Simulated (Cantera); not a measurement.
# Equilibrium for hydrogen reduction and annealing atmospheres: Fe2O3 + H2

Feed: 1 mol Fe2O3, 310 mol H2, equilibrated at 975 K and 100000 Pa.

Equilibrium computed with Cantera from the NASA thermochemical tables; the gas is ideal and each condensed phase is pure. Candidate condensed phases: Fe, FeO, Fe(OH)2, Fe(OH)3, Fe2O3, Fe3O4, H2O; 12 gas species. Rates play no part.

```
Property                                  Result
-------------------------------------  ---------
x(H2)                                      0.990
x(H2O)                                   0.00968
n(Fe(α))                                2.00 mol
gas amount                             310.0 mol
log10 activity of Fe(OH)2(s) (absent)      -8.02
log10 activity of Fe(OH)3(s) (absent)     -14.74
```
